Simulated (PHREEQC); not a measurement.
A solution holds 0.0065 mol/kgw MnSO4 and 0.0091 mol/kgw HCl, at 25 °C. Closed to the air; pH follows from the charge balance.

The numbers come from PHREEQC with the ion-association model, phreeqc.dat.

Each row changes one thing in this solution. Precipitation was switched off in this run.

| case | pH | ionic strength (mol/kgw) | SO4-2 (mol/kgw) | HSO4- (mol/kgw) |
|---|---|---|---|---|
| as made | 2.18 | 0.0274 | 0.00385 | 0.00157 |
| MnSO4 replaced by Na2SO4 at the same molality | 2.19 | 0.0246 | 0.00452 | 0.00182 |
| temperature from 25 to 90 °C | 2.29 | 0.0231 | 0.00193 | 0.00323 |
| temperature from 25 to 15 °C | 2.17 | 0.0282 | 0.00412 | 0.00140 |
| HCl left out | 6.58 | 0.0199 | 0.00498 | 8.46e-8 |

At this temperature some constants are extrapolated from 25 °C, and those without enthalpy data are left unchanged.
